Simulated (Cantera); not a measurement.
Input: 1 mol SiHCl3, 680 mol H2, at 1325 K and 33.8 Torr.

Cantera equilibrium calculation (NASA polynomials, part measured and part estimated; ideal gas, pure solids and liquids). Candidate condensed phases: Si; 19 gas species. Kinetics and transport are ignored.

Base state: H2 0.996, HCl 0.00429, SiCl2 5.07e-5 (mole fractions); condensed: Si(s).

Question: What changes in the equilibrium state with this change: SiHCl3 replaced by Si3H8?

Answer: 
```csv
species,before,after
H2,0.996,1.000
HCl,0.00429,0
SiCl2,5.07e-5,0
"Si(s), mol",0.964,3.00
```
The feed counts by its element totals alone.
